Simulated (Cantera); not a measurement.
Feed: 1 mol TiCl4, 1 mol H2O, held at 1100 K and 0.133 bar.

Cantera equilibrium calculation (NASA polynomials, part measured and part estimated; ideal gas, pure solids and liquids). Candidate condensed phases: H2O, Ti, TiCl2, TiCl3, TiCl4, TiO, TiO2, Ti2O3, Ti3O5, Ti4O7; 23 gas species. Condensed phases not in the tables: TiOCl. Rates play no part.

Base state: HCl 0.800, TiCl4 0.200, H2O 0.000180, TiCl3 1.88e-5, Cl 1.51e-5, Cl2 1.32e-5, H2 1.13e-5 (mole fractions); condensed: TiO2(rutile).

**Question.** What changes in the equilibrium state with this change: temperature from 1100 K to 1923.15 K?

**Answer.** 
```csv
species,before,after
HCl,0.800,0.758
TiCl4,0.200,0.143
Cl,1.51e-5,0.0469
TiCl3,1.88e-5,0.0465
TiOCl2,2.70e-9,0.00270
TiCl2,<1e-9,0.000116
H,<1e-9,8.12e-5
H2,1.13e-5,0.000989
"TiO2(rutile), mol",0.500,0.496
```
The tables' values for TiCl2 are old estimates; treat these amounts as uncertain.
